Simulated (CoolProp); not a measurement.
Vapour-liquid equilibrium of n-heptane (1) + p-xylene (2) at 0.691 bar; x and y are mole fractions of (1).

The numbers come from the multi-fluid Helmholtz-energy mixture model, Span 2003 and Zhou 2012; pair parameters Bell 2016 in CoolProp.

```
x     bubble temperature (K)  y at the bubble point  dew temperature at overall composition x (K)  liquid density (mol/L)
----  ----------------------  ---------------------  --------------------------------------------  ----------------------
0.05                   393.3                  0.160                                         396.4                   7.184
0.15                     [?]                  0.386                                         393.6                   7.100
0.25                     [?]                    [?]                                           [?]                   7.005
0.35                   376.4                    [?]                                         387.5                   6.905
0.45                   372.8                  0.726                                         384.0                   6.802
0.55                   369.7                    [?]                                         380.3                   6.698
0.65                   367.0                  0.847                                         376.2                     [?]
0.75                   364.5                  0.896                                         371.7                   6.493
0.85                   362.2                  0.940                                           [?]                   6.393
0.95                   360.1                  0.981                                         361.7                   6.295
```

Question: What belongs in the gaps?

Answer: 
- 0.15, bubble temperature (K): 386.3
- 0.25, bubble temperature (K): 380.8
- 0.25, y at the bubble point: 0.536
- 0.25, dew temperature at overall composition x (K): 390.6
- 0.35, y at the bubble point: 0.643
- 0.55, y at the bubble point: 0.792
- 0.65, liquid density (mol/L): 6.595
- 0.85, dew temperature at overall composition x (K): 366.8

No azeotrope shows between x = 0.05 and 0.95.

The pair parameters rest on a limited set of measurements; away from them the model extrapolates.
